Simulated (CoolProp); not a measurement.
Vapour-liquid equilibrium of R113 (1) + acetone (2) at 0.11 MPa; x and y are mole fractions of (1).

Model: multi-fluid Helmholtz-energy mixture model, Marx 1992 and Lemmon 2006; pair parameters Bell 2016, in CoolProp.

**Question.** Give the bubble temperature and the first vapour's composition at x = 0.25, 0.55, 0.85. Is there an azeotrope?

**Answer.** x = 0.25: 322.9 K, y = 0.409; x = 0.55: 319.9 K, y = 0.603; x = 0.85: 320.5 K, y = 0.798. y crosses x between x = 0.65 and 0.75: the model has an azeotrope there.

The pair parameters rest on a limited set of measurements; away from them the model extrapolates.
